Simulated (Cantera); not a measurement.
Charge: 1 mol TiCl4, 3.2 mol O2, at 352 °C and 9.10 mbar.

These are equilibrium values from Cantera (NASA tables, ideal gas, pure condensed phases), not measurements of a reactor. Candidate condensed phases: Ti, TiCl2, TiCl3, TiCl4, TiO, TiO2, Ti2O3, Ti3O5, Ti4O7; 15 gas species. Condensed phases not in the tables: TiOCl. Equilibrium is a limit: real reactors are often held back by kinetics, nucleation or transport.

Base state: O2 0.524, Cl2 0.476 (mole fractions); condensed: TiO2(rutile).

Problem. What changes in the equilibrium state with this change: temperature from 352 °C to 1277 °C?

Solution. 
| species | before | after |
|---|---|---|
| O2 | 0.524 | 0.425 |
| Cl | 3.79e-7 | 0.377 |
| Cl2 | 0.476 | 0.197 |
| TiCl4 | <1e-9 | 8.99e-5 |
| ClO | 7.91e-9 | 0.000542 |
| O | <1e-9 | 5.35e-5 |
| TiO2(rutile), mol | 1.00 | 1.000 |
